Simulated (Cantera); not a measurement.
A Cantera script and its output.

```python
import numpy as np
import cantera as ct

gas = ct.Solution("gri30.yaml")
gas.TPX = 1700, 100000, {'NO': 1, 'N2': 0.18}
reactor = ct.IdealGasConstPressureReactor(gas, energy="off", clone=False)
net = ct.ReactorNet([reactor])
net.rtol, net.atol = 1e-08, 1e-18
show = ['NO', 'O', 'N2O', 'N2', 'NO2']
times = np.geomspace(0.0009, 3, 14)

steps = ct.SolutionArray(gas, extra=["t"])
rows = []
print(f"{'t/s':>10s}{'T/K':>9s}{'P/Pa':>11s}" + "".join(f"{s:>11s}" for s in show))
for t in times:
    while net.time < t:
        t_next = net.step()
        steps.append(gas.state, t=t_next)
    rows.append([np.interp(t, steps.t, y) for y in (steps.T, steps.P, *steps(*show).X.T)])
    print(f"{t:10.3e}{rows[-1][0]:9.1f}{rows[-1][1]:11.4g}" + "".join(f"{x:11.3e}" for x in rows[-1][2:]))
rate = np.gradient(steps.T, steps.t)
print("integrator steps:", len(steps.t))
if steps.T.max() > steps.T[0] + 200:
    print(f"time of steepest temperature rise: {steps.t[rate.argmax()]:.4e} s")
gas.TPX = 1700, 100000, {'NO': 1, 'N2': 0.18}
gas.equilibrate("TP")
print(f"equilibrium (TP): T = {gas.T:.1f} K  " + "  ".join(f"{s} {gas[s].X[0]:.3e}" for s in show))
```

Output:

```
       t/s      T/K       P/Pa         NO          O        N2O         N2        NO2
 9.000e-04   1700.0      1e+05  8.473e-01  1.061e-06  5.240e-05  1.526e-01  6.093e-05
 1.680e-03   1700.0      1e+05  8.472e-01  1.543e-06  8.992e-05  1.526e-01  1.177e-04
 3.135e-03   1700.0      1e+05  8.470e-01  2.358e-06  1.444e-04  1.526e-01  2.200e-04
 5.851e-03   1700.0      1e+05  8.466e-01  3.414e-06  2.082e-04  1.528e-01  3.619e-04
 1.092e-02   1700.0      1e+05  8.459e-01  4.191e-06  2.587e-04  1.530e-01  4.700e-04
 2.038e-02   1700.0      1e+05  8.446e-01  4.521e-06  2.783e-04  1.536e-01  5.134e-04
 3.804e-02   1700.0      1e+05  8.423e-01  4.790e-06  2.791e-04  1.548e-01  5.466e-04
 7.099e-02   1700.0      1e+05  8.381e-01  5.224e-06  2.760e-04  1.569e-01  5.995e-04
 1.325e-01   1700.0      1e+05  8.302e-01  5.938e-06  2.704e-04  1.608e-01  6.845e-04
 2.473e-01   1700.0      1e+05  8.160e-01  7.048e-06  2.604e-04  1.679e-01  8.115e-04
 4.615e-01   1700.0      1e+05  7.905e-01  8.674e-06  2.433e-04  1.806e-01  9.834e-04
 8.613e-01   1700.0      1e+05  7.468e-01  1.091e-05  2.158e-04  2.024e-01  1.185e-03
 1.607e+00   1700.0      1e+05  6.763e-01  1.375e-05  1.757e-04  2.377e-01  1.370e-03
 3.000e+00   1700.0      1e+05  5.735e-01  1.707e-05  1.252e-04  2.891e-01  1.455e-03
integrator steps: 982
equilibrium (TP): T = 1700.0 K  NO 3.526e-03  O 2.921e-05  N2O 1.759e-07  N2 5.745e-01  NO2 1.562e-05
```

Detailed kinetics in Cantera: GRI-Mech 3.0 (53 species, 325 reactions).
